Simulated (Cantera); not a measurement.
Input (Python, Cantera):

```python
import numpy as np
import cantera as ct

gas = ct.Solution("gri30.yaml", transport_model="mixture-averaged")
show = ['CH4', 'CO2', 'CH3']

rows = []
print(f"{'T/K':>7s}{'rho':>11s}{'cp':>10s}{'mu':>11s}{'lambda':>11s}{'Pr':>7s}" + "".join(f"{'D_' + s:>11s}" for s in show))
for T in [400, 600, 800, 1000, 1200, 1400, 1600]:
    gas.TPX = T, 23, {'N2O': 0.43, 'H2O': 0.93}
    Pr = gas.cp_mass * gas.viscosity / gas.thermal_conductivity
    D = [gas.mix_diff_coeffs_mole[gas.species_index(s)] for s in show]
    rows.append([gas.density, gas.cp_mass, gas.viscosity, gas.thermal_conductivity, Pr, *D])
    print(f"{T:7g}{gas.density:11.4e}{gas.cp_mass:10.1f}{gas.viscosity:11.4e}"
          f"{gas.thermal_conductivity:11.4e}{Pr:7.3f}" + "".join(f"{d:11.4e}" for d in D))
print("SI units: kg/m3, J/kg/K, Pa s, W/m/K, m2/s")
```

Result:

```
    T/K        rho        cp         mu     lambda     Pr      D_CH4      D_CO2      D_CH3
    400 1.8143e-04    1407.9 1.6426e-05 3.2855e-02  0.704 1.5713e-01 1.0916e-01 1.6029e-01
    600 1.2095e-04    1530.9 2.4298e-05 5.3261e-02  0.698 3.3359e-01 2.3654e-01 3.3834e-01
    800 9.0716e-05    1641.7 3.1656e-05 7.5306e-02  0.690 5.5855e-01 4.0119e-01 5.6448e-01
   1000 7.2573e-05    1741.9 3.8536e-05 9.8238e-02  0.683 8.2580e-01 5.9811e-01 8.3268e-01
   1200 6.0477e-05    1830.2 4.4996e-05 1.2142e-01  0.678 1.1313e+00 8.2400e-01 1.1390e+00
   1400 5.1838e-05    1908.4 5.1092e-05 1.4444e-01  0.675 1.4722e+00 1.0765e+00 1.4807e+00
   1600 4.5358e-05    1976.9 5.6868e-05 1.6706e-01  0.673 1.8464e+00 1.3540e+00 1.8556e+00
SI units: kg/m3, J/kg/K, Pa s, W/m/K, m2/s
```

Model: GRI-Mech 3.0 (53 species, 325 reactions), integrated in Cantera. Polar gases are described roughly by these parameters. The composition is frozen, though it would react at the higher temperatures.
